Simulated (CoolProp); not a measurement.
Vapour-liquid equilibrium of n-pentane (1) + the fluoroketone C6F12O (FK-5-1-12) (2) at 0.756 MPa; x and y are mole fractions of (1).

Model: multi-fluid Helmholtz-energy mixture model, Thol 2019 and McLinden 2015; pair parameters Bell 2016, in CoolProp.

```json
[
 {"x": "0.05", "bubble temperature (°C)": "119.1", "y at the bubble point": "0.100", "dew temperature at overall composition x (°C)": "121.0", "liquid density (mol/L)": "4.020"},
 {"x": "0.2", "bubble temperature (°C)": "109.9", "y at the bubble point": "0.344", "dew temperature at overall composition x (°C)": "115.4", "liquid density (mol/L)": "4.396"},
 {"x": "0.35", "bubble temperature (°C)": "104.2", "y at the bubble point": "0.495", "dew temperature at overall composition x (°C)": "109.6", "liquid density (mol/L)": "4.772"},
 {"x": "0.5", "bubble temperature (°C)": "101.7", "y at the bubble point": "0.585", "dew temperature at overall composition x (°C)": "104.1", "liquid density (mol/L)": "5.182"},
 {"x": "0.65", "bubble temperature (°C)": "101.0", "y at the bubble point": "0.650", "dew temperature at overall composition x (°C)": "101.0", "liquid density (mol/L)": "5.677"},
 {"x": "0.8", "bubble temperature (°C)": "101.8", "y at the bubble point": "0.724", "dew temperature at overall composition x (°C)": "103.9", "liquid density (mol/L)": "6.292"},
 {"x": "0.95", "bubble temperature (°C)": "106.9", "y at the bubble point": "0.888", "dew temperature at overall composition x (°C)": "109.2", "liquid density (mol/L)": "7.004"}
]
```

y crosses x between x = 0.5 and 0.65: the model has an azeotrope there.

Pair parameters are fitted to limited data, so mixtures are less certain than the pure fluids.
